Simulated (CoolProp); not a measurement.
Computed with CoolProp (reference Helmholtz-energy equation of state, Lemmon 2006). It is a short technical equation, of lower accuracy than the large ones.

Question: For toluene, give the phase and the cp (kJ/(kg K)), cv (kJ/(kg K)), speed of sound (m/s), conductivity (mW/(m K)) at 240.55 °C and 101 kPa; 320.25 °C and 101 kPa; 333.55 °C and 101 kPa.

Answer: 
- 240.55 °C and 101 kPa: gas; cp 1.90, cv 1.81, speed of sound 218, conductivity 31.2
- 320.25 °C and 101 kPa: gas; cp 2.12, cv 2.03, speed of sound 235, conductivity 40.4
- 333.55 °C and 101 kPa: gas; cp 2.15, cv 2.06, speed of sound 237, conductivity 41.9

Thermal conductivity comes from a separate model (Assael 2012).
